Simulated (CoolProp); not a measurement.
Properties of R1234ze(Z) along the isobar 23.8 bar (Tc = 423.3 K, pc = 35.31 bar, ω = 0.327).

Model: reference Helmholtz-energy equation of state, Akasaka 2019, in CoolProp.

```tsv
T (K)	phase	density (kg/m³)	cp (kJ/(kg K))	cv (kJ/(kg K))	speed of sound (m/s)	expansivity (1/kK)
307.6	liquid	1207	1.292	0.8949	614.0	2.223
317.8	liquid	1179	1.322	0.9118	575.3	2.379
328	liquid	1150	1.355	0.9292	536.5	2.566
338.2	liquid	1119	1.392	0.9469	497.6	2.794
348.4	liquid	1086	1.432	0.9649	458.3	3.080
358.5	liquid	1051	1.480	0.9832	418.5	3.451
368.7	liquid	1012	1.539	1.002	377.0	3.967
378.9	liquid	968.5	1.619	1.023	333.0	4.740
389.1	liquid	917.2	1.741	1.045	284.9	6.055
399.3	liquid	851.6	1.982	1.074	228.4	8.971
409.5	gas	127.8	1.630	1.074	121.1	11.85
419.6	gas	115.4	1.462	1.064	130.9	8.725
429.8	gas	106.5	1.378	1.061	138.8	7.057
440	gas	99.71	1.331	1.062	145.5	6.002
```
